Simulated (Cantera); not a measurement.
Thermal oxidation and active oxidation of silicon: Si + O₂ + H₂

Charge: 1 mol Si, 2.6 mol O₂, 18 mol H₂, equilibrated at 6900 Pa.

These are equilibrium values from Cantera (NASA tables, ideal gas, pure condensed phases), not measurements of a reactor. Candidate condensed phases: H₂O, Si, SiO₂; 18 gas species. The tables hold silica as quartz up to 1696 K and as liquid above; real silica turns to tridymite and cristobalite and melts near 1996 K. Gases not in the tables: Si(OH)₄. Equilibrium is a limit: real reactors are often held back by kinetics, nucleation or transport.

From 1225 K to 1675 K the condensed part is SiO₂(β-quartz). From 1750 K to 1975 K the condensed part is SiO₂(condensed).

```csv
T (K),x H₂,x H₂O,x H,x SiO,x OH,n SiO₂(β-quartz),n SiO₂(condensed)
1225,0.822,0.178,1.08e-6,6.39e-12,2.12e-9,1.00,0
1300,0.822,0.178,3.82e-6,1.41e-10,1.08e-8,1.00,0
1375,0.822,0.178,1.18e-5,2.20e-9,4.60e-8,1.00,0
1450,0.822,0.178,3.26e-5,2.57e-8,1.69e-7,1.00,0
1525,0.822,0.178,8.17e-5,2.34e-7,5.48e-7,1.000,0
1600,0.822,0.178,0.000188,1.72e-6,1.59e-6,1.000,0
1675,0.822,0.178,0.000401,1.05e-5,4.19e-6,1.000,0
1750,0.821,0.178,0.000802,5.38e-5,1.02e-5,0,0.999
1825,0.820,0.178,0.00152,0.000237,2.30e-5,0,0.996
1900,0.818,0.178,0.00273,0.000921,4.89e-5,0,0.983
1975,0.812,0.180,0.00469,0.00317,9.91e-5,0,0.943
```
x: gas mole fraction; n: condensed amount in mol.
